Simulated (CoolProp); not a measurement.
CH2F2 (R32) along the isotherm 288.2 K: fugacity coefficient from the reference equation and from simpler models built on Tc = 351.3 K, pc = 5.783 MPa, ω = 0.277; each cubic takes its own stable root.

The numbers come from the reference Helmholtz-energy equation of state, Tillner-Roth 1997 in CoolProp.

| p (MPa) | phase | reference | van der Waals | Redlich-Kwong | Soave-Redlich-Kwong | Peng-Robinson |
|---|---|---|---|---|---|---|
| 0.578 | gas | 0.9213 | 0.9527 | 0.9409 | 0.9362 | 0.9319 |
| 1.16 | gas | 0.8430 | 0.9050 | 0.8818 | 0.8724 | 0.8645 |
| 1.73 | liquid | 0.6187 | 0.8581 | 0.8125 | 0.6553 | 0.6409 |
| 2.31 | liquid | 0.4692 | 0.8094 | 0.6191 | 0.4989 | 0.4870 |
| 2.89 | liquid | 0.3798 | 0.6954 | 0.5034 | 0.4053 | 0.3949 |
| 3.47 | liquid | 0.3202 | 0.5933 | 0.4265 | 0.3431 | 0.3336 |
| 4.05 | liquid | 0.2778 | 0.5206 | 0.3717 | 0.2987 | 0.2899 |
| 4.63 | liquid | 0.2460 | 0.4662 | 0.3306 | 0.2655 | 0.2572 |
| 5.2 | liquid | 0.2218 | 0.4248 | 0.2993 | 0.2402 | 0.2322 |
| 5.78 | liquid | 0.2020 | 0.3911 | 0.2738 | 0.2196 | 0.2119 |
| 6.36 | liquid | 0.1858 | 0.3637 | 0.2530 | 0.2027 | 0.1953 |
| 6.94 | liquid | 0.1724 | 0.3410 | 0.2357 | 0.1888 | 0.1815 |
| 7.52 | liquid | 0.1611 | 0.3220 | 0.2211 | 0.1770 | 0.1699 |
| 8.1 | liquid | 0.1514 | 0.3058 | 0.2087 | 0.1669 | 0.1599 |
| 8.67 | liquid | 0.1431 | 0.2920 | 0.1981 | 0.1583 | 0.1514 |

At some of these states van der Waals gives the other phase, because its saturation line lies elsewhere.
